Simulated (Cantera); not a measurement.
Cantera run:

```python
import numpy as np
import cantera as ct

gas_names = """
    CL CL2 H HCL H2 N NH NH2 NH3 N2 N2H2 N2H4 Si SiCL SiCL2 SiCL3 SiCL4 SiH SiHCL3 SiH2 SiH2CL2 SiH3
    SiH3CL SiH4 SiN Si2 Si2N Si3
""".split()
cond_names = """
    NH4CL(a) NH4CL(b) Si(cr) Si(L) Si3N4(a)
""".split()


# ... load() reads the species with a 1 bar reference pressure and builds the phases ...
atoms = {
    'SiH2Cl2': {'Si': 1, 'H': 2, 'CL': 2},
    'Cl2': {'CL': 2},
    'N2': {'N': 2},
}
top_T = {'Si3N4(a)': 2400}  # K; cautious upper limits of use, not melting points


# ... equilibrate(T, P, feed) seeds the gas with the atoms and calls Mixture.equilibrate('TP', solver="vcs", rtol=1e-11, max_steps=5000) ...
results = []
feed = {'SiH2Cl2': 1, 'Cl2': 0.058, 'N2': 24}  # mol
T = 1225  # K
P = 400  # Pa
mix = equilibrate(T, P, feed)
results.append((T, P, feed, dict(zip(mix.species_names, mix.species_moles))))
x = sorted(zip(gas.X, gas.species_names), reverse=True)
print(f"T = {T:g} K  P = {P:g} Pa  gas = {mix.phase_moles(0):.4g} mol")
print("   x: " + "  ".join(f"{s} {v:.3e}" for v, s in x if v > 0.001))
print("   condensed (mol): " + ("  ".join(f"{mix.phase(i).name} {mix.phase_moles(i):.4g}"
      for i in range(1, mix.n_phases) if mix.phase_moles(i) > 1e-12) or "none"))
```

Output:

```
T = 1225 K  P = 400 Pa  gas = 25.37 mol
   x: N2 9.239e-01  HCL 6.147e-02  H2 8.677e-03  SiCL4 4.650e-03
   condensed (mol): Si3N4(a) 0.2827
```

Method: chemical equilibrium by Gibbs-energy minimisation in Cantera with the NASA 1993 tables (ideal gas, pure condensed phases). N2 is the only nitrogen source here; it is nearly inert below about 1500 K, so the nitride shown seldom forms there in practice. The tables' values for SiCl3 are old estimates; treat these amounts as uncertain.
